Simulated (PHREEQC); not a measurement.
Dissolve 0.1 mol AlCl3 per kg of water at 25 °C. Closed to the air; pH follows from the charge balance.

Model: ion-association model, phreeqc.dat, run in PHREEQC.

Each row changes one thing in this solution. Precipitation was switched off in this run.

| case | pH | ionic strength (mol/kgw) |
|---|---|---|
| as made | 3.27 | 0.599 |
| diluted 10-fold with water | 3.69 | … |
| diluted 5-fold with water | 3.57 | 0.119 |
| AlCl3 from 0.1 to 0.11 mol/kgw | … | 0.658 |
| temperature from 25 to 35 °C | 3.13 | 0.598 |
| temperature from 25 to 70 °C | 2.70 | … |
| 0.019 mol/kgw HNO3 added | 1.84 | 0.619 |
| AlCl3 replaced by CdCl2 at the same molality | … | 0.122 |

Complete the blanks.


- diluted 10-fold with water, ionic strength (mol/kgw): 0.0595
- AlCl3 from 0.1 to 0.11 mol/kgw, pH: 3.25
- temperature from 25 to 70 °C, ionic strength (mol/kgw): 0.595
- AlCl3 replaced by CdCl2 at the same molality, pH: 5.38

Some of these states are supersaturated (in Gibbsite (slow to form), for instance). At this temperature some constants are extrapolated from 25 °C, and those without enthalpy data are left unchanged.
